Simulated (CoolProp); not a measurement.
Vapour-liquid equilibrium of n-hexane (1) + cyclohexane (2) at 332 K; x and y are mole fractions of (1).

Values from CoolProp's multi-fluid Helmholtz-energy mixture model, Thol 2019 and Zhou 2014; pair parameters Bell 2016.

```tsv
x	bubble pressure, mixture model (MPa)	bubble pressure, Raoult's law (MPa)	y, mixture model	y, Raoult's law
0.05	0.05148	0.05108	0.078	0.072
0.125	0.05372	0.05285	0.184	0.174
0.2	0.05581	0.05462	0.279	0.269
0.275	0.05779	0.05640	0.365	0.359
0.35	0.05967	0.05817	0.445	0.442
0.425	0.06146	0.05994	0.520	0.521
0.5	0.06319	0.06171	0.591	0.596
0.575	0.06485	0.06348	0.658	0.666
0.65	0.06646	0.06526	0.723	0.732
0.725	0.06803	0.06703	0.785	0.795
0.8	0.06956	0.06880	0.846	0.855
0.875	0.07107	0.07057	0.905	0.912
0.95	0.07255	0.07234	0.962	0.966
```

The largest gap from Raoult's law is +2.6 % in bubble pressure, at x = 0.35. No azeotrope shows between x = 0.05 and 0.95.

Pair parameters are fitted to limited data, so mixtures are less certain than the pure fluids.
